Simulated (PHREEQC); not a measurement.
A made-up water analysis in mg/kgw, 75 °C, pH 6.19, pe 10.9:

```
constituent          mg/kgw
------------------  -------
Na                     8.06
K                      1.43
Ca                     1.76
Mg                      1.2
Cl                     5.77
S(6) as SO4            10.8
Alkalinity as HCO3     10.7
Zn                    0.442
Li                  0.00508
Si as SiO2            0.304
Sr                    0.123
```

Valence states are taken as typed.

All values are PHREEQC results (ion-association model, phreeqc.dat), not measurements.

Precipitation was switched off in this run.

**Question.** Order these Mg species by the share of Mg that they hold, largest first: MgHCO3+, Mg+2, MgSO4.

**Answer.** Mg+2 (94 %), MgSO4 (5.5 %), MgHCO3+ (0.26 %)

The pH is 6.19 and the ionic strength 0.000774 mol/kgw. Species that the database lacks are ignored. Away from 25 °C the constants follow the database's enthalpies or fits; those with neither stay at their 25 °C values.
